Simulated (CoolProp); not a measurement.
Properties of 1-butene along the isotherm 443.4 K.

Values from CoolProp's reference Helmholtz-energy equation of state, Lemmon 2005. It is a short technical equation, of lower accuracy than the large ones.

```json
[
 {"p (MPa)": "2.67", "phase": "gas", "density (kg/m³)": "52.40", "cp (kJ/(kg K))": "2.462", "Joule-Thomson coefficient (K/MPa)": "9.764"},
 {"p (MPa)": "5.34", "phase": "supercritical", "density (kg/m³)": "199.5", "cp (kJ/(kg K))": "6.283", "Joule-Thomson coefficient (K/MPa)": "11.00"},
 {"p (MPa)": "8.01", "phase": "supercritical", "density (kg/m³)": "358.2", "cp (kJ/(kg K))": "3.709", "Joule-Thomson coefficient (K/MPa)": "2.207"},
 {"p (MPa)": "10.7", "phase": "supercritical", "density (kg/m³)": "398.3", "cp (kJ/(kg K))": "3.197", "Joule-Thomson coefficient (K/MPa)": "1.031"},
 {"p (MPa)": "13.4", "phase": "supercritical", "density (kg/m³)": "422.2", "cp (kJ/(kg K))": "3.006", "Joule-Thomson coefficient (K/MPa)": "0.5890"},
 {"p (MPa)": "16", "phase": "supercritical", "density (kg/m³)": "439.0", "cp (kJ/(kg K))": "2.905", "Joule-Thomson coefficient (K/MPa)": "0.3583"},
 {"p (MPa)": "18.7", "phase": "supercritical", "density (kg/m³)": "452.9", "cp (kJ/(kg K))": "2.837", "Joule-Thomson coefficient (K/MPa)": "0.2055"},
 {"p (MPa)": "21.4", "phase": "supercritical", "density (kg/m³)": "464.5", "cp (kJ/(kg K))": "2.788", "Joule-Thomson coefficient (K/MPa)": "0.09968"},
 {"p (MPa)": "24", "phase": "supercritical", "density (kg/m³)": "474.2", "cp (kJ/(kg K))": "2.753", "Joule-Thomson coefficient (K/MPa)": "0.02416"},
 {"p (MPa)": "26.7", "phase": "supercritical", "density (kg/m³)": "483.0", "cp (kJ/(kg K))": "2.724", "Joule-Thomson coefficient (K/MPa)": "-0.03645"},
 {"p (MPa)": "29.4", "phase": "supercritical", "density (kg/m³)": "491.0", "cp (kJ/(kg K))": "2.701", "Joule-Thomson coefficient (K/MPa)": "-0.08456"},
 {"p (MPa)": "32", "phase": "supercritical", "density (kg/m³)": "497.9", "cp (kJ/(kg K))": "2.683", "Joule-Thomson coefficient (K/MPa)": "-0.1224"},
 {"p (MPa)": "34.7", "phase": "supercritical", "density (kg/m³)": "504.6", "cp (kJ/(kg K))": "2.666", "Joule-Thomson coefficient (K/MPa)": "-0.1551"},
 {"p (MPa)": "37.4", "phase": "supercritical", "density (kg/m³)": "510.7", "cp (kJ/(kg K))": "2.653", "Joule-Thomson coefficient (K/MPa)": "-0.1826"},
 {"p (MPa)": "40.1", "phase": "supercritical", "density (kg/m³)": "516.4", "cp (kJ/(kg K))": "2.641", "Joule-Thomson coefficient (K/MPa)": "-0.2062"}
]
```

The peak of cp marks the crossing from liquid-like to gas-like fluid above the critical point.
